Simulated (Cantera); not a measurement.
An isothermal, constant-pressure homogeneous reactor starts with CH2O : O2 : N2 = 0.0056 : 0.033 : 1 (molar parts), at 900 K and 760 Torr. Integrator tolerance rtol = 1e-08.

Detailed kinetics in Cantera: GRI-Mech 3.0 (53 species, 325 reactions). Below about 1000 K GRI-Mech 3.0 lacks low-temperature oxidation paths.

What does this change do: O2 0.033 to 0.0042 parts?


| quantity | before | after |
|---|---|---|
| x(CH2O) at 5.00 s | <1e-12 (gas-phase equilibrium <1e-12) | 3.03e-11 (gas-phase equilibrium 1.04e-12) |
| x(O2) at 5.00 s | 0.0281 (gas-phase equilibrium 0.0264) | 0.00129 (gas-phase equilibrium <1e-12) |
| x(NO2) at 5.00 s | 4.26e-12 (gas-phase equilibrium 1.51e-7) | 3.68e-12 (gas-phase equilibrium <1e-12) |
| x(H) at 5.00 s | 2.45e-9 (gas-phase equilibrium <1e-12) | 5.11e-8 (gas-phase equilibrium 4.97e-12) |
| x(HO2) at 5.00 s | 1.33e-6 (gas-phase equilibrium 7.74e-12) | 7.48e-7 (gas-phase equilibrium <1e-12) |
| x(NO) at 5.00 s | <1e-12 (gas-phase equilibrium 3.63e-6) | 9.93e-12 (gas-phase equilibrium <1e-12) |
| x(C2H) at 5.00 s | <1e-12 (gas-phase equilibrium <1e-12) | <1e-12 (gas-phase equilibrium <1e-12) |

What does this change do: CH2O 0.0056 to 0.026 parts?


| quantity | before | after |
|---|---|---|
| x(CH2O) at 5.00 s | <1e-12 (gas-phase equilibrium <1e-12) | 2.15e-11 (gas-phase equilibrium <1e-12) |
| x(O2) at 5.00 s | 0.0281 (gas-phase equilibrium 0.0264) | 0.0138 (gas-phase equilibrium 0.00661) |
| x(NO2) at 5.00 s | 4.26e-12 (gas-phase equilibrium 1.51e-7) | 1.42e-11 (gas-phase equilibrium 3.74e-8) |
| x(H) at 5.00 s | 2.45e-9 (gas-phase equilibrium <1e-12) | 2.53e-8 (gas-phase equilibrium <1e-12) |
| x(HO2) at 5.00 s | 1.33e-6 (gas-phase equilibrium 7.74e-12) | 2.86e-6 (gas-phase equilibrium 5.85e-12) |
| x(NO) at 5.00 s | <1e-12 (gas-phase equilibrium 3.63e-6) | 5.32e-12 (gas-phase equilibrium 1.80e-6) |
| x(C2H) at 5.00 s | <1e-12 (gas-phase equilibrium <1e-12) | <1e-12 (gas-phase equilibrium <1e-12) |
The temperature is held fixed by assumption; the heat of reaction is taken as removed at once.
